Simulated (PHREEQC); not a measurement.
Buffer (model solution)

Solution (83 °C): 0.21 mol KHCO3 and 0.14 mol Na2SO4 per kg of water. Closed to the air; pH follows from the charge balance.

Model: Pitzer model, pitzer.dat, run in PHREEQC.

Each row changes one thing in this solution. This is a speciation only: nothing precipitates in the calculation.

```tsv
case	pH	ionic strength (mol/kgw)	HCO3- (mol/kgw)	CO2 (mol/kgw)	CO3-2 (mol/kgw)
as made	7.78	0.634	0.202	0.00391	0.00389
Na2SO4 replaced by NaHCO3 at the same molality	7.81	0.357	0.336	0.00698	0.00695
Na2SO4 from 0.14 to 0.014 mol/kgw	(withheld)	(withheld)	0.202	0.00391	0.00388
Na2SO4 left out	(withheld)	0.214	0.202	0.00385	0.00382
diluted 100-fold with water	7.95	0.00632	0.00204	4.63e-5	1.77e-5
KHCO3 from 0.21 to 0.189 mol/kgw	7.78	0.613	0.182	0.00351	0.00348
```

Task: Fill in the missing entries.

Result: 
- Na2SO4 from 0.14 to 0.014 mol/kgw, pH: 7.88
- Na2SO4 from 0.14 to 0.014 mol/kgw, ionic strength (mol/kgw): 0.256
- Na2SO4 left out, pH: 7.89

Complexes and solids missing from the database can't appear. At this temperature some constants are extrapolated from 25 °C, and those without enthalpy data are left unchanged.
